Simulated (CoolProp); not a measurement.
Ethanol along the isotherm 346.85 °C: Z from the reference equation and from simpler models built on Tc = 241.6 °C, pc = 6268 kPa, ω = 0.644; each cubic takes its own stable root.

Values from CoolProp's reference Helmholtz-energy equation of state, Schroeder 2014.

```
p (kPa)          phase  reference
-------  -------------  ---------
1310               gas     0.9743
2610               gas     0.9479
3920               gas     0.9203
5220               gas     0.8914
6530     supercritical     0.8605
7830     supercritical     0.8277
9140     supercritical     0.7925
10400    supercritical     0.7568
11800    supercritical     0.7158
13100    supercritical     0.6784
14400    supercritical     0.6443
15700    supercritical     0.6161
```

Problem. How far does each simpler model (van der Waals, Redlich-Kwong, Soave-Redlich-Kwong) lie from the reference over these 12 states: mean and median of the absolute difference, and the worst?

Solution. 
- van der Waals: mean 12.1 %, median 12.2 %, worst -22.1 % at 346.85 °C and 11800 kPa
- Redlich-Kwong: mean 9.7 %, median 10.5 %, worst -15.3 % at 346.85 °C and 11800 kPa
- Soave-Redlich-Kwong: mean 4.6 %, median 1.3 %, worst +17.8 % at 346.85 °C and 15700 kPa
